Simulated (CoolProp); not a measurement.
Vapour-liquid equilibrium of ethane (1) + propylene (2) at 1.74 bar; x and y are mole fractions of (1).

Computed with CoolProp (multi-fluid Helmholtz-energy mixture model, Bücker 2006 and Lemmon 2013; pair parameters Bell 2016).

Task: Give the bubble temperature and the first vapour's composition at x = 0.275, 0.35, 0.725. Is there an azeotrope?

Result: x = 0.275: 217.1 K, y = 0.701; x = 0.35: 213.5 K, y = 0.774; x = 0.725: 201.2 K, y = 0.947. No azeotrope shows between x = 0.05 and 0.95.

The pair parameters rest on a limited set of measurements; away from them the model extrapolates.
